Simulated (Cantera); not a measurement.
# Thermodynamics of silicon nitride deposition, feed SiHCl3 + NH3 + H2

Input: 1 mol SiHCl3, a varied amount of NH3, 3 mol H2, equilibrated at 0.580 bar.

Method: chemical equilibrium by Gibbs-energy minimisation in Cantera with the NASA 1993 tables (ideal gas, pure condensed phases). Candidate condensed phases: NH4Cl, Si, Si3N4; 28 gas species. Mutual solubility and eutectic melting of coexisting phases are not modelled. The tables' values for SiCl3 are old estimates. Equilibrium is a limit: real reactors are often held back by kinetics, nucleation or transport.

### Question
Map the stable condensed phases over T = 850, 900, 950, 1000, 1050, 1100, 1150, 1200, 1250, 1300, 1350, 1400, 1450, 1500 K and n(NH3) in mol = 0.14, 0.19, 0.27, 0.37, 0.52, 0.72, 1, 1.4, 1.9, 2.7, 3.7, 5.2.

### Answer
```
T in K \ n(NH3) in mol
         0.14 0.19 0.27 0.37 0.52 0.72    1  1.4  1.9  2.7  3.7  5.2
   1500     A    B    B    B    B    B    B    B    B    B    B    B
   1450     A    A    B    B    B    B    B    B    B    B    B    B
   1400     A    A    B    B    B    B    B    B    B    B    B    B
   1350     A    A    A    B    B    B    B    B    B    B    B    B
   1300     A    A    A    B    B    B    B    B    B    B    B    B
   1250     A    A    A    B    B    B    B    B    B    B    B    B
   1200     A    A    A    B    B    B    B    B    B    B    B    B
   1150     A    A    A    B    B    B    B    B    B    B    B    B
   1100     A    A    A    B    B    B    B    B    B    B    B    B
   1050     A    A    A    B    B    B    B    B    B    B    B    B
   1000     A    A    B    B    B    B    B    B    B    B    B    B
    950     A    A    B    B    B    B    B    B    B    B    B    B
    900     A    A    B    B    B    B    B    B    B    B    B    B
    850     A    A    B    B    B    B    B    B    B    B    B    B
```
A: Si + Si3N4; B: Si3N4.
